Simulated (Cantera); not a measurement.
A perfectly stirred reactor is fed with CH₄ : N₂ = 1 : 170 (molar parts), at 1.38 atm; it is held at 1725 K, and followed from long to short residence time.

Computed with Cantera and GRI-Mech 3.0 (53 species, 325 reactions). GRI-Mech 3.0 stops at C3 and has no aromatics, soot or wall deposition, so with more carbon than oxygen in the feed, carbon stays in small species such as C2H2 where larger ones or solid carbon would form.

What does this change do: N2 170 to 34 parts?


| quantity | before | after |
|---|---|---|
| x(CH₄) at τ = 0.780 s | 0.000574 | 0.00270 |
| x(C₂H) at τ = 0.780 s | 2.80e-8 | 6.07e-8 |
| x(C₂H₂) at τ = 0.780 s | 0.00260 | 0.0125 |
| x(H) at τ = 0.780 s | 1.34e-5 | 2.91e-5 |
| x(H₂) at τ = 0.780 s | 0.00783 | 0.0376 |
| x(CH₄) at τ = 53.0 ms | 0.00191 | 0.00915 |
| x(C₂H) at τ = 53.0 ms | 2.16e-8 | 4.58e-8 |
| x(C₂H₂) at τ = 53.0 ms | 0.00188 | 0.00923 |
| x(H) at τ = 53.0 ms | 1.06e-5 | 2.22e-5 |
| x(H₂) at τ = 53.0 ms | 0.00576 | 0.0280 |
